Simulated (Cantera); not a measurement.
Charge: 1 mol Zr, 0.071 mol O₂, 71 mol H₂, equilibrated at 1848.15 K and 5.70 Pa.

These are equilibrium values from Cantera (NASA tables, ideal gas, pure condensed phases), not measurements of a reactor. Candidate condensed phases: H₂O, Zr, ZrO₂; 12 gas species. Mutual solubility and eutectic melting of coexisting phases are not modelled. Condensed phases not in the tables: N, O or C dissolved in the metal. The numbers say what is thermodynamically allowed, not how fast it happens.

Base state: H₂ 0.932, H 0.0679, ZrO 4.37e-5 (mole fractions); condensed: Zr(β) + ZrO₂(tetragonal).

Problem. What changes in the equilibrium state with this change: temperature from 1848.15 K to 2700 K?

Solution. 
```csv
species,before,after
H,0.0679,0.976
H₂,0.932,0.0168
Zr,2.20e-6,0.00611
ZrO,4.37e-5,0.00100
"Zr(β), mol",0.927,0
"ZrO₂(tetragonal), mol",0.0694,0
```

Problem. What changes in the equilibrium state with this change: pressure from 5.70 Pa to 1.00 bar?

Solution. 
| species | before | after |
|---|---|---|
| H₂ | 0.932 | 0.999 |
| H | 0.0679 | 0.000531 |
| ZrO | 4.37e-5 | 2.49e-9 |
| Zr(β), mol | 0.927 | 0.929 |
| ZrO₂(tetragonal), mol | 0.0694 | 0.0710 |

Problem. What changes in the equilibrium state with this change: temperature from 1848.15 K to 1423 K?

Solution. 
```csv
species,before,after
H₂,0.932,0.999
H,0.0679,0.000879
ZrO,4.37e-5,<1e-9
"Zr(β), mol",0.927,0.929
"ZrO₂(tetragonal), mol",0.0694,0
"ZrO₂(monoclinic), mol",0,0.0710
```
